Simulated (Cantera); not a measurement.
An isothermal, constant-pressure homogeneous reactor starts with CH₄ : H₂ = 1 : 9.6 (molar parts), at 1473 K and 1.48 atm.

Cantera simulation using GRI-Mech 3.0 (53 species, 325 reactions); the numbers are that mechanism's predictions, not measurements. GRI-Mech 3.0 stops at C3 and has no aromatics, soot or wall deposition, so with more carbon than oxygen in the feed, carbon stays in small species such as C2H2 where larger ones or solid carbon would form.

x: mole fraction; the columns are a selection and need not sum to one.

```
t (s)      x CH₄   x H₂      x C₂H₂   x C₂H₆     x C₂H      x H    x CH₃
--------  ------  -----  ----------  -------  --------  -------  -------
0.000200  0.0943  0.906    2.74e-11  2.53e-7    <1e-12  4.29e-6  9.01e-6
0.000843  0.0943  0.906  (withheld)  4.85e-6    <1e-12  8.20e-6  1.72e-5
0.00356   0.0943  0.906  (withheld)  1.12e-5    <1e-12  8.79e-6  1.85e-5
0.0150    0.0940  0.906  (withheld)  1.21e-5    <1e-12  8.86e-6  1.85e-5
0.0632    0.0932  0.906  (withheld)  1.33e-5  4.23e-12  8.95e-6  1.86e-5
0.267     0.0903  0.908  (withheld)  1.64e-5  1.92e-11  9.24e-6  1.85e-5
1.12      0.0851  0.911  (withheld)  2.21e-5  4.79e-11  9.79e-6  1.85e-5
4.74      0.0839  0.911     0.00319  2.35e-5  5.51e-11  9.93e-6  1.84e-5
20.0      0.0839  0.911     0.00319  2.35e-5  5.51e-11  9.93e-6  1.84e-5
```

**Question.** What belongs in the gaps?

**Answer.** 
- 0.000843, x C₂H₂: 1.37e-8
- 0.00356, x C₂H₂: 1.25e-6
- 0.0150, x C₂H₂: 2.93e-5
- 0.0632, x C₂H₂: 0.000270
- 0.267, x C₂H₂: 0.00119
- 1.12, x C₂H₂: 0.00280
